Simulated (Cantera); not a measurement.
What does this Cantera script print?

```python
import numpy as np
import cantera as ct

gas = ct.Solution("gri30.yaml")
gas.TPX = 1775, 640000, {'CH4': 1, 'H2': 0.34, 'O2': 6.2, 'N2': 42.2}
reactor = ct.IdealGasConstPressureReactor(gas, energy="on", clone=False)
net = ct.ReactorNet([reactor])
net.rtol, net.atol = 1e-08, 1e-16
show = ['CH4', 'H2', 'O2', 'CO2', 'NO2', 'H2O', 'HCN']
times = np.geomspace(1e-06, 0.3, 12)

steps = ct.SolutionArray(gas, extra=["t"])
rows = []
print(f"{'t/s':>10s}{'T/K':>9s}{'P/Pa':>11s}" + "".join(f"{s:>11s}" for s in show))
for t in times:
    while net.time < t:
        t_next = net.step()
        steps.append(gas.state, t=t_next)
    rows.append([np.interp(t, steps.t, y) for y in (steps.T, steps.P, *steps(*show).X.T)])
    print(f"{t:10.3e}{rows[-1][0]:9.1f}{rows[-1][1]:11.4g}" + "".join(f"{x:11.3e}" for x in rows[-1][2:]))
rate = np.gradient(steps.T, steps.t)
print("integrator steps:", len(steps.t))
if steps.T.max() > steps.T[0] + 200:
    print(f"time of steepest temperature rise: {steps.t[rate.argmax()]:.4e} s")
gas.TPX = 1775, 640000, {'CH4': 1, 'H2': 0.34, 'O2': 6.2, 'N2': 42.2}
gas.equilibrate("HP")
print(f"equilibrium (HP): T = {gas.T:.1f} K  " + "  ".join(f"{s} {gas[s].X[0]:.3e}" for s in show))
```

Result:

```
       t/s      T/K       P/Pa        CH4         H2         O2        CO2        NO2        H2O        HCN
 1.000e-06   1775.0    6.4e+05  2.009e-02  6.835e-03  1.246e-01  8.565e-10  6.860e-17  4.412e-06  6.036e-15
 3.147e-06   1774.9    6.4e+05  2.004e-02  6.827e-03  1.246e-01  3.796e-08  5.010e-15  3.663e-05  1.272e-13
 9.905e-06   1776.7    6.4e+05  1.920e-02  6.697e-03  1.241e-01  7.834e-06  9.299e-13  7.571e-04  3.419e-11
 3.117e-05   2148.1    6.4e+05  2.948e-16  9.728e-04  8.059e-02  1.461e-02  4.728e-08  4.257e-02  5.027e-12
 9.810e-05   2237.3    6.4e+05  3.464e-18  1.501e-04  8.059e-02  1.964e-02  1.104e-07  4.574e-02  1.619e-13
 3.087e-04   2243.4    6.4e+05  5.563e-19  9.620e-05  8.065e-02  1.993e-02  1.458e-07  4.606e-02  5.221e-14
 9.717e-04   2243.2    6.4e+05  6.599e-21  9.598e-05  8.061e-02  1.993e-02  3.039e-07  4.606e-02  5.126e-14
 3.058e-03   2242.6    6.4e+05  1.260e-21  9.572e-05  8.048e-02  1.993e-02  7.936e-07  4.606e-02  5.131e-14
 9.624e-03   2240.9    6.4e+05  1.315e-21  9.496e-05  8.010e-02  1.993e-02  2.255e-06  4.607e-02  5.132e-14
 3.029e-02   2236.3    6.4e+05  1.225e-21  9.300e-05  7.909e-02  1.994e-02  6.076e-06  4.609e-02  5.055e-14
 9.532e-02   2228.6    6.4e+05  1.085e-21  8.979e-05  7.741e-02  1.995e-02  1.246e-05  4.613e-02  4.781e-14
 3.000e-01   2224.8    6.4e+05  1.020e-21  8.822e-05  7.658e-02  1.995e-02  1.563e-05  4.615e-02  4.611e-14
integrator steps: 1548
time of steepest temperature rise: 1.9127e-05 s
equilibrium (HP): T = 2224.6 K  CH4 1.607e-21  H2 8.817e-05  O2 7.655e-02  CO2 1.995e-02  NO2 1.574e-05  H2O 4.615e-02  HCN 4.605e-14
```

Detailed kinetics in Cantera: GRI-Mech 3.0 (53 species, 325 reactions).
